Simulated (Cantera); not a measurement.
Feed: 1 mol B, 0.31 mol O2, 120 mol N2, held at 1098.15 K and 1000 Pa.

Cantera equilibrium calculation (NASA polynomials, part measured and part estimated; ideal gas, pure solids and liquids). Candidate condensed phases: B, BN, B2O3; 17 gas species. N2 is the only nitrogen source here; it is nearly inert below about 1500 K, so the nitride shown seldom forms there in practice. Mutual solubility and eutectic melting of coexisting phases are not modelled. Rates play no part.

Problem. What is the equilibrium state?

Solution. 
```
Item                                 Value
-------------------------------  ---------
x(N2)                                 1.00
n(BN(s))                         0.587 mol
n(B2O3(l))                       0.207 mol
gas amount                       119.7 mol
log10 activity of B(s) (absent)      -6.32
```
